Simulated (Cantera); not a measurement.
Charge: 1 mol Si2H6, 0.17 mol Cl2, 12 mol H2, at 1377 °C and 0.133 bar.

Cantera equilibrium calculation (NASA polynomials, part measured and part estimated; ideal gas, pure solids and liquids). Candidate condensed phases: Si; 19 gas species. The feed counts by its element totals alone. The tables' values for SiCl3 are old estimates; treat these amounts as uncertain. Kinetics and transport are ignored.

Base state: H2 0.979, HCl 0.0196, SiCl2 0.00139, H 0.000246, SiCl3 1.05e-5 (mole fractions); condensed: Si(s).

### Question
What changes in the equilibrium state with this change: H2 from 12 to 550 mol?

### Answer
```
species       before     after
----------  --------  --------
H2             0.979     0.999
HCl           0.0196  0.000612
H           0.000246  0.000249
SiCl2        0.00139   1.33e-6
SiCl3        1.05e-5     <1e-9
Si(s), mol      1.98      1.99
```
